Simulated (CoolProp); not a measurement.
Properties of CHF3 (R23) along the isotherm 475 K (Tc = 299.3 K, pc = 4.832 MPa, ω = 0.263).

Values from CoolProp's reference Helmholtz-energy equation of state, Penoncello 2003.

```
p (MPa)          phase  expansivity (1/kK)  viscosity (µPa s)  Prandtl number
-------  -------------  ------------------  -----------------  --------------
0.0229             gas               2.108               22.6           0.948
0.0387             gas               2.110               22.6           0.948
0.0653             gas               2.114               22.6             ___
0.11               gas               2.119               22.6           0.945
0.186              gas               2.129               22.6           0.942
0.314              gas               2.145               22.6           0.938
0.529              gas               2.173               22.6           0.932
0.894              gas               2.220               22.6           0.923
1.51               gas               2.301                ___           0.911
2.54               gas               2.439                ___             ___
4.29               gas                 ___                ___           0.877
7.25     supercritical               3.086                ___             ___
```

Fill in the missing entries.


- 0.0653, Prandtl number: 0.947
- 1.51, viscosity (µPa s): 22.7
- 2.54, viscosity (µPa s): 22.8
- 2.54, Prandtl number: 0.895
- 4.29, expansivity (1/kK): 2.680
- 4.29, viscosity (µPa s): 23.3
- 7.25, viscosity (µPa s): 24.4
- 7.25, Prandtl number: 0.866

Viscosity comes from a separate model (Shan 2000). Thermal conductivity comes from a separate model (Shan 2000).
